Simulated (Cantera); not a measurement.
A Cantera script and its output.

```python
import numpy as np
import cantera as ct

gas = ct.Solution("h2o2.yaml")
gas.TPX = 400, 12000, {'H2': 1, 'O2': 0.417, 'N2': 1.57}
flame = ct.FreeFlame(gas, width=0.18)
flame.set_refine_criteria(ratio=3, slope=0.08, curve=0.16)
flame.transport_model = "mixture-averaged"
flame.solve(loglevel=0, auto=True)
z, T = flame.grid, flame.T
thick = (T[-1] - T[0]) / np.gradient(T, z).max()
show = ['H2', 'O2', 'HO2', 'H2O', 'H', 'H2O2']
print(f"laminar burning velocity  {flame.velocity[0] * 100:.3f} cm/s")
print(f"burnt temperature         {T[-1]:.1f} K")
print(f"thermal thickness         {thick * 1e3:.4f} mm")
print(f"grid points               {len(z)}")
z0 = z[flame.heat_release_rate.argmax()]
print(f"{'z/mm':>9s}{'T/K':>9s}{'u/(m/s)':>9s}" + "".join(f"{s:>11s}" for s in show))
rows = []
for k in (-3, -2, -1.5, -1, -0.5, -0.25, 0, 0.25, 0.5, 1, 2, 4, 8):
    zz = z0 + k * thick
    rows.append([k * thick, np.interp(zz, z, T), np.interp(zz, z, flame.velocity),
                 *(np.interp(zz, z, flame.X[gas.species_index(s)]) for s in show)])
    print(f"{rows[-1][0] * 1e3:9.3f}{rows[-1][1]:9.1f}{rows[-1][2]:9.3f}" + "".join(f"{x:11.3e}" for x in rows[-1][3:]))
```

Result:

```
laminar burning velocity  330.742 cm/s
burnt temperature         2360.2 K
thermal thickness         6.5540 mm
grid points               144
     z/mm      T/K  u/(m/s)         H2         O2        HO2        H2O          H       H2O2
  -19.662    400.0    3.307  3.348e-01  1.396e-01  2.908e-15 -1.345e-16  1.382e-19 -7.571e-17
  -13.108    400.0    3.307  3.348e-01  1.396e-01  8.478e-14  1.945e-14  6.677e-17  3.864e-17
   -9.831    400.0    3.307  3.348e-01  1.396e-01  3.022e-12  6.235e-13  5.140e-15  4.249e-15
   -6.554    400.0    3.307  3.348e-01  1.396e-01  3.356e-09  5.481e-10  9.003e-11  6.293e-12
   -3.277    402.8    3.327  3.339e-01  1.397e-01  4.628e-05  6.616e-05  1.916e-05  1.073e-06
   -1.639    591.2    4.800  3.074e-01  1.355e-01  5.129e-05  1.413e-02  6.684e-03  1.137e-05
    0.000   1058.1    8.299  1.698e-01  8.869e-02  1.434e-05  1.166e-01  6.480e-02  4.790e-07
    1.639   1341.8   10.407  6.998e-02  2.697e-02  3.927e-06  2.281e-01  9.776e-02  6.293e-07
    3.277   1456.5   11.220  6.422e-02  1.959e-02  2.508e-06  2.420e-01  9.092e-02  5.415e-07
    6.554   1587.1   12.118  6.776e-02  1.703e-02  1.863e-06  2.481e-01  7.722e-02  3.618e-07
   13.108   1734.0   13.098  7.073e-02  1.431e-02  1.345e-06  2.561e-01  6.219e-02  1.968e-07
   26.216   1886.2   14.081  7.200e-02  1.133e-02  9.424e-07  2.661e-01  4.759e-02  1.014e-07
   52.432   2033.2   15.002  7.151e-02  8.324e-03  6.593e-07  2.775e-01  3.458e-02  5.541e-08
```

Computed with Cantera and the H2/O2 subset of GRI-Mech 3.0, which has no nitrogen chemistry. Burning velocities carry a grid error of a few per cent, more on coarse grids.
